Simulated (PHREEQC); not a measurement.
**Silver or lead bath (model solution)**

Solution (35 °C): 110 mmol/kgw AgF and 0.15 mmol/kgw NaNO3. Closed to the air; pH follows from the charge balance.

Model: ion-association model, wateq4f.dat, run in PHREEQC.

This is a speciation only: nothing precipitates in the calculation.

### Question
Predict the pH.

### Answer
pH 7.63.

### Question
In which forms is Na present?

### Answer
Na+ 97 %, NaF 3.2 % of the Na.

The solution is supersaturated, for example in Ag2O, so a real one may precipitate; this is no full list. Complexes and solids missing from the database can't appear.
